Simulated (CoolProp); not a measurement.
Vapour-liquid equilibrium of R13 (1) + R11 (2) at 62.3 kPa; x and y are mole fractions of (1).

The numbers come from the multi-fluid Helmholtz-energy mixture model, Platzer 1990 and Jacobsen 1992; pair parameters Bell 2016 in CoolProp. This equation is an older, rougher fit; its heat capacities, sound speeds and derivatives of the liquid may be far off and weren't checked against measurements.

```tsv
x	bubble temperature (°C)	y at the bubble point	dew temperature at overall composition x (°C)	liquid density (mol/L)
0.05	-37.7	0.908	9.4	11.86
0.15	-64.6	0.987	6.6	12.51
0.25	-73.8	0.995	3.5	12.89
0.35	-78.6	0.997	0.2	13.20
0.45	-81.4	0.998	-3.7	13.49
0.55	-83.4	0.998	-8.1	13.76
0.65	-84.9	0.999	-13.4	14.02
0.75	-86.3	0.999	-20.1	14.27
0.85	-87.7	0.999	-29.5	14.51
0.95	-89.2	1.000	-47.1	14.75
```

No azeotrope shows between x = 0.05 and 0.95.

Pair parameters are fitted to limited data, so mixtures are less certain than the pure fluids. With so large a gap from Raoult's law the liquid may split in two, which this calculation doesn't test in full.
